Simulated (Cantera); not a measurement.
Input: 1 mol CS₂, 3.2 mol H₂O, held at 1330 Pa.

Equilibrium computed with Cantera from the NASA thermochemical tables; the gas is ideal and each condensed phase is pure. Candidate condensed phases: C, C₆H₆, C₇H₈, C₈H₁₈, H₂O, H₂SO₄, S; 123 gas species. Kinetics and transport are ignored. All values below are at 1377 °C.

Base state: H₂O 0.311, H₂ 0.274, S₂ 0.159, CO 0.141, CO₂ 0.0499, SO₂ 0.0264, H₂S 0.0237, SO 0.00628 (mole fractions); condensed: gas only.

Problem. What changes in the equilibrium state with this change: H₂O from 3.2 to 0.22 mol?

Solution. 
```
species    before     after
-------  --------  --------
CS₂       8.18e-7     0.522
S₂          0.159     0.153
CO          0.141     0.152
H₂O         0.311   2.54e-7
H₂          0.274     0.138
SO₂        0.0264     <1e-9
CS        2.73e-8    0.0178
CO₂        0.0499   8.69e-8
H₂S        0.0237    0.0117
S₂O      0.000675   1.05e-9
SO        0.00628   9.96e-9
OH        2.11e-5     <1e-9
SH        0.00581   0.00404
H        0.000412  0.000293
```
